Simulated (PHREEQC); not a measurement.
A column of 0.1 m (40 cells, dispersivity 0.008 m, 720 s a shift, diffusion coefficient 3e-10 m²/s) holds 0.042 eq of the database's cation exchanger X per kg of pore water, first in equilibrium with 0.00037 mol/kgw KCl, 0.021 mol/kgw MnCl2 and 1e-05 mol/kgw HCl. It is flushed with 0.032 mol/kgw CaCl2 and 1e-05 mol/kgw HCl, at 25 °C. Values are for the last cell. CO2 from the air is kept out. Nothing may precipitate in this run.

Equilibrium calculation in PHREEQC: ion-association model, phreeqc.dat.

Problem. Predict Ca in solution (mol/kgw), Mn in solution (mol/kgw), K in solution (mol/kgw) at pore volumes = 1.387, 2.513, 2.638, 3.763.

Solution. 
```json
[
 {"pore volumes": "1.387", "Ca in solution (mol/kgw)": "0.0100", "Mn in solution (mol/kgw)": "0.0202", "K in solution (mol/kgw)": "0.000288"},
 {"pore volumes": "2.513", "Ca in solution (mol/kgw)": "0.0302", "Mn in solution (mol/kgw)": "0.00172", "K in solution (mol/kgw)": "3.62e-5"},
 {"pore volumes": "2.638", "Ca in solution (mol/kgw)": "0.0307", "Mn in solution (mol/kgw)": "0.00126", "K in solution (mol/kgw)": "2.77e-5"},
 {"pore volumes": "3.763", "Ca in solution (mol/kgw)": "0.0319", "Mn in solution (mol/kgw)": "7.39e-5", "K in solution (mol/kgw)": "2.35e-6"}
]
```
